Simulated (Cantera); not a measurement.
Feed: 1 mol TiO₂, 0.43 mol Al₂O₃, 0.53 mol O₂, held at 1752 °C and 1.33 mbar.

These are equilibrium values from Cantera (NASA tables, ideal gas, pure condensed phases), not measurements of a reactor. Candidate condensed phases: Al, Al₂O₃, Ti, TiO, TiO₂, Ti₂O₃, Ti₃O₅, Ti₄O₇; 12 gas species. Mutual solubility and eutectic melting of coexisting phases are not modelled. Condensed phases not in the tables: mixed aluminates and titanates, alloys, solid solutions and most ternary compounds. The numbers say what is thermodynamically allowed, not how fast it happens.

Base state: O₂ 0.978, O 0.0219, TiO₂ 0.000254 (mole fractions); condensed: Al₂O₃(s) + TiO₂(rutile).

Problem. What changes in the equilibrium state with this change: temperature from 1752 °C to 1375 °C?

Solution. 
```csv
species,before,after
O₂,0.978,0.999
O,0.0219,0.000693
TiO₂,0.000254,6.33e-8
"Al₂O₃(s), mol",0.430,0.430
"TiO₂(rutile), mol",1.000,1.00
```

Problem. What changes in the equilibrium state with this change: temperature from 1752 °C to 1050 °C?

Solution. 
```
species              before    after
-----------------  --------  -------
O₂                    0.978    1.000
O                    0.0219  7.30e-6
TiO₂               0.000254    <1e-9
Al₂O₃(s), mol         0.430    0.430
TiO₂(rutile), mol     1.000     1.00
```
